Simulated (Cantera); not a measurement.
A closed system holds: 1 mol SiH4, 3.5 mol N2, at 1750 K and 0.00290 bar.

Cantera equilibrium calculation (NASA polynomials, part measured and part estimated; ideal gas, pure solids and liquids). Candidate condensed phases: Si, Si3N4; 18 gas species. The tables' values for SiN are old estimates; treat these amounts as uncertain. The numbers say what is thermodynamically allowed, not how fast it happens.

Base state: N2 0.635, H2 0.362, H 0.00260, Si 0.000518, SiH 2.22e-5, Si2N 1.95e-5, SiN 1.15e-5 (mole fractions); condensed: Si(l).

### Question
What changes in the equilibrium state with this change: temperature from 1750 K to 1125 K?

### Answer
```
species          before    after
-------------  --------  -------
N2                0.635    0.586
H2                0.362    0.414
H               0.00260  5.31e-7
Si             0.000518    <1e-9
SiH             2.22e-5    <1e-9
Si2N            1.95e-5    <1e-9
SiN             1.15e-5    <1e-9
Si(l), mol        0.997        0
Si3N4(s), mol         0    0.333
```
N2 is the only nitrogen source here; it is nearly inert below about 1500 K, so the nitride shown seldom forms there in practice.

### Question
What changes in the equilibrium state with this change: temperature from 1750 K to 1000 K?

### Answer
```csv
species,before,after
N2,0.635,0.586
H2,0.362,0.414
H,0.00260,2.71e-8
Si,0.000518,<1e-9
SiH,2.22e-5,<1e-9
Si2N,1.95e-5,<1e-9
SiN,1.15e-5,<1e-9
"Si(l), mol",0.997,0
"Si3N4(s), mol",0,0.333
```
N2 is the only nitrogen source here; it is nearly inert below about 1500 K, so the nitride shown seldom forms there in practice.
